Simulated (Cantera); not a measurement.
A Cantera script and what it prints.

```python
import numpy as np
import cantera as ct

gas_names = [...]  # 45 gases of nasa_gas.yaml made of Al, Cl, H, N, O
cond_names = """
    AL(cr) AL(L) ALCL3(s) ALCL3(L) ALN(s) AL2O3(a) AL2O3(L) H2O(s) H2O(L) NH4CL(a) NH4CL(b)
""".split()


# ... load() reads the species with a 1 bar reference pressure and builds the phases ...
atoms = {
    'Al': {'AL': 1},
    'HCl': {'H': 1, 'CL': 1},
    'N2': {'N': 2},
    'O2': {'O': 2},
}
top_T = {'ALN(s)': 2750}  # K; cautious upper limits of use, not melting points


# ... equilibrate(T, P, feed) seeds the gas with the atoms and calls Mixture.equilibrate('TP', solver="vcs", rtol=1e-11, max_steps=5000) ...
results = []
feed = {'Al': 1, 'HCl': 5.4, 'N2': 260, 'O2': 17}  # mol
P = 6700  # Pa
for T in [1150, 1300, 1450, 1600, 1750, 1900, 2050]:
    mix = equilibrate(T, P, feed)
    results.append((T, P, feed, dict(zip(mix.species_names, mix.species_moles))))

top = {s: max(r[3][s] / sum(r[3][g] for g in gas_names) for r in results) for s in gas_names}
cols = sorted((s for s in top if top[s] > 0.001), key=lambda s: -top[s])[:6]
seen = [c for c in cond_names if any(r[3].get(c, 0) > 1e-12 for r in results)]
print("log10 of partial pressures in bar; condensed amounts in mol")
print(f"{'T/K':>10s}" + "".join(f"{s[:9]:>10s}" for s in cols + seen))
for T, P, feed, n in results:
    ng = sum(n[g] for g in gas_names)
    print(f"{T:10.4g}" + "".join(f"{np.log10(max(n[s] / ng * P / 1e5, 1e-99)):10.3f}" for s in cols)
          + "".join(f"{n.get(c, 0):10.4g}" for c in seen))
```

Output:

```
log10 of partial pressures in bar; condensed amounts in mol
       T/K        N2        O2       HCL        CL        NO       H2O  AL2O3(a)
      1150    -1.208    -2.419    -2.968    -4.581    -5.305    -3.981       0.5
      1300    -1.209    -2.419    -2.961    -4.054    -4.826    -4.022       0.5
      1450    -1.209    -2.422    -2.979    -3.719    -4.447    -3.933       0.5
      1600    -1.209    -2.427    -3.019    -3.508    -4.141    -3.790       0.5
      1750    -1.210    -2.434    -3.076    -3.360    -3.889    -3.664       0.5
      1900    -1.210    -2.444    -3.144    -3.251    -3.678    -3.569    0.4999
      2050    -1.211    -2.458    -3.222    -3.168    -3.501    -3.508    0.4997
```

Cantera equilibrium calculation (NASA polynomials, part measured and part estimated; ideal gas, pure solids and liquids).
